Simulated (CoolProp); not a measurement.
Properties of p-xylene along the isotherm 620 K (Tc = 616.2 K, pc = 3532 kPa, ω = 0.324).

Values from CoolProp's reference Helmholtz-energy equation of state, Zhou 2012.

```tsv
p (kPa)	phase	cp (kJ/(kg K))	cv (kJ/(kg K))	Joule-Thomson coefficient (K/MPa)	conductivity (mW/(m K))
55.8	gas	2.251	2.171	7.292	44.1
94.2	gas	2.254	2.172	7.334	44.1
159	gas	2.258	2.173	7.406	44.2
268	gas	2.265	2.177	7.532	44.3
453	gas	2.280	2.182	7.758	44.4
764	gas	2.307	2.192	8.185	44.7
1290	gas	2.370	2.213	9.074	45.3
2180	gas	2.569	2.262	11.38	47.5
3670	supercritical	19.04	2.616	23.32	87.8
6200	supercritical	3.174	2.309	1.445	79.7
10500	supercritical	2.870	2.283	0.4902	83.4
17700	supercritical	2.735	2.270	0.1028	87.9
```

The peak of cp marks the crossing from liquid-like to gas-like fluid above the critical point.

Thermal conductivity comes from a separate model (Mylona 2014).
